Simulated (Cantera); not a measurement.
An isothermal, constant-pressure homogeneous reactor starts with C₂H₆ : N₂ = 1 : 130 (molar parts), at 1275 K and 45000 Pa. Integrator tolerance rtol = 1e-08.

Model: GRI-Mech 3.0 (53 species, 325 reactions), integrated in Cantera. GRI-Mech 3.0 stops at C3 and has no aromatics, soot or wall deposition, so with more carbon than oxygen in the feed, carbon stays in small species such as C2H2 where larger ones or solid carbon would form.

### Question
What does this change do: pressure from 45000 Pa to 1330 Pa?

### Answer
```csv
quantity,before,after
x(C₂H₆) at 4.00 s,1.34e-7 (gas-phase equilibrium 1.15e-8),4.94e-7 (gas-phase equilibrium 1.15e-11)
x(C₂H) at 4.00 s,2.53e-11 (gas-phase equilibrium 3.50e-12),2.26e-10 (gas-phase equilibrium 2.10e-11)
x(CH₄) at 4.00 s,0.000990 (gas-phase equilibrium 0.000374),0.00141 (gas-phase equilibrium 1.20e-5)
x(H₂) at 4.00 s,0.0131 (gas-phase equilibrium 0.0145),0.0116 (gas-phase equilibrium 0.0150)
x(H) at 4.00 s,1.39e-7 (gas-phase equilibrium 1.33e-7),1.33e-6 (gas-phase equilibrium 7.88e-7)
x(C₂H₂) at 4.00 s,0.00658 (gas-phase equilibrium 0.00105),0.00543 (gas-phase equilibrium 0.00110)
```
Radical loss at walls, strong at low pressure, is not modelled.

### Question
What does this change do: pressure from 45000 Pa to 2300 Pa?

### Answer
```csv
quantity,before,after
x(C₂H₆) at 4.00 s,1.34e-7 (gas-phase equilibrium 1.15e-8),2.57e-7 (gas-phase equilibrium 3.41e-11)
x(C₂H) at 4.00 s,2.53e-11 (gas-phase equilibrium 3.50e-12),1.28e-10 (gas-phase equilibrium 1.59e-11)
x(CH₄) at 4.00 s,0.000990 (gas-phase equilibrium 0.000374),0.00132 (gas-phase equilibrium 2.07e-5)
x(H₂) at 4.00 s,0.0131 (gas-phase equilibrium 0.0145),0.0118 (gas-phase equilibrium 0.0150)
x(H) at 4.00 s,1.39e-7 (gas-phase equilibrium 1.33e-7),7.44e-7 (gas-phase equilibrium 5.99e-7)
x(C₂H₂) at 4.00 s,0.00658 (gas-phase equilibrium 0.00105),0.00558 (gas-phase equilibrium 0.00110)
```
Radical loss at walls, strong at low pressure, is not modelled.

### Question
What does this change do: C2H6 1 to 4.2 parts?

### Answer
```
quantity                                              before                                      after
-----------------  -----------------------------------------  -----------------------------------------
x(C₂H₆) at 4.00 s    1.34e-7 (gas-phase equilibrium 1.15e-8)    2.63e-6 (gas-phase equilibrium 1.06e-6)
x(C₂H) at 4.00 s   2.53e-11 (gas-phase equilibrium 3.50e-12)  7.04e-11 (gas-phase equilibrium 1.54e-11)
x(CH₄) at 4.00 s   0.000990 (gas-phase equilibrium 0.000374)    0.00497 (gas-phase equilibrium 0.00659)
x(H₂) at 4.00 s        0.0131 (gas-phase equilibrium 0.0145)      0.0495 (gas-phase equilibrium 0.0487)
x(H) at 4.00 s       1.39e-7 (gas-phase equilibrium 1.33e-7)    3.87e-7 (gas-phase equilibrium 2.44e-7)
x(C₂H₂) at 4.00 s    0.00658 (gas-phase equilibrium 0.00105)     0.0248 (gas-phase equilibrium 0.00849)
```
